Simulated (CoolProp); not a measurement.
A Linde-Hampson liquefier for CF4 (R14): isothermal reversible compression at 280 K from 1 atm to 10 MPa, throttling to 1 atm, return gas leaving the recuperator 5 K below the feed. Each further row changes one setting.

Computed with CoolProp (reference Helmholtz-energy equation of state, Platzer 1990). This equation is an older, rougher fit; its heat capacities, sound speeds and derivatives of the liquid may be far off and weren't checked against measurements.

```tsv
case	liquid yield per pass	compression work (kJ/kg of gas)
as stated	0.236	109
high pressure 20 MPa	0.320	121
warm-end temperature 310 K	0.150	126
warm-end gap 10 K	0.223	109
```
